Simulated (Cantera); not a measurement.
## Equilibrium for silicon etching in halogen gases: Si + HF + N₂

Feed: 1 mol Si, 4 mol HF, 4.3 mol N₂, at 1425 K and 750 Torr.

These are equilibrium values from Cantera (NASA tables, ideal gas, pure condensed phases), not measurements of a reactor. Candidate condensed phases: Si, Si₃N₄; 37 gas species. The tables' values for SiF₃, SiF₂ are old estimates; treat these amounts as uncertain. The numbers say what is thermodynamically allowed, not how fast it happens.

```
Property                              Value
--------------------------------  ---------
x(N₂)                                 0.588
x(H₂)                                 0.270
x(SiF₄)                               0.133
x(HF)                               0.00425
x(SiHF₃)                            0.00235
x(SiF₃)                             0.00183
x(SiH₂F₂)                           1.93e-5
x(SiF₂)                             1.65e-5
x(NH₃)                              8.47e-6
gas amount                        7.307 mol
log10 activity of Si(s) (absent)      -3.19
```
